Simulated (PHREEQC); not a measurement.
0.11 g of hydrous ferric oxide (600 m²/g; 0.2 weak and 0.005 strong sites per Fe, Dzombak-Morel constants, diffuse double layer) in 1 kg of water with 0.1 mol/kgw of an inert sodium salt, at 25 °C; the pH is set by adding NaOH or the inert anion's acid. Oxygen alone is held at its pressure in air (log pO2 = -0.68). The system is closed to CO2. No solid was allowed to form.

Computed with PHREEQC (ion-association model, wateq4f.dat).

Problem. Predict surface charge σ (C/m²), surface potential ψ (mV) at pH = 7.12, 7.88, 9.

Solution. 
| pH | surface charge σ (C/m²) | surface potential ψ (mV) |
|---|---|---|
| 7.12 | 0.039 | 47 |
| 7.88 | 0.008 | 11 |
| 9 | -0.034 | -42 |

The oxide is taken as insoluble; below pH 4 it would dissolve.
